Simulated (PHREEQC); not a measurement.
A solution holds 0.048 mol/kgw MnSO4, 0.034 mol/kgw ZnCl2 and 0.00025 mol/kgw Na2SO4, at 20 °C. Closed to the air; pH follows from the charge balance.

Model: ion-association model, wateq4f.dat, run in PHREEQC.

Each row changes one thing in this solution. Precipitation was switched off in this run.

| case | pH | ionic strength (mol/kgw) | Cl- (mol/kgw) | SO4-2 (mol/kgw) | Zn+2 (mol/kgw) | MnSO4 (mol/kgw) | SI of Goslarite (ZnSO4:7H2O) | SI of Zincite(c) (ZnO) |
|---|---|---|---|---|---|---|---|---|
| as made | 5.54 | 0.192 | 0.0641 | 0.0226 | 0.0209 | 0.0117 | -2.33 | -2.50 |
| Na2SO4 from 0.00025 to 0.0025 mol/kgw | 5.54 | 0.196 | 0.0641 | 0.0238 | 0.0205 | 0.0120 | -2.32 | … |
| 0.0013 mol/kgw NiCl2 added | 5.53 | 0.195 | 0.0665 | 0.0225 | 0.0210 | 0.0115 | -2.34 | -2.51 |
| ZnCl2 from 0.034 to 0.0068 mol/kgw | … | 0.131 | 0.0130 | 0.0275 | 0.00347 | 0.0168 | … | -2.23 |
| Na2SO4 from 0.00025 to 0.000275 mol/kgw | 5.54 | 0.192 | 0.0641 | 0.0226 | 0.0209 | 0.0117 | -2.33 | -2.50 |

Question: Some entries are withheld; supply them.

Answer: 
- Na2SO4 from 0.00025 to 0.0025 mol/kgw, SI of Zincite(c) (ZnO): -2.49
- ZnCl2 from 0.034 to 0.0068 mol/kgw, pH: 6.04
- ZnCl2 from 0.034 to 0.0068 mol/kgw, SI of Goslarite (ZnSO4:7H2O): -2.92

Complexes and solids missing from the database can't appear.
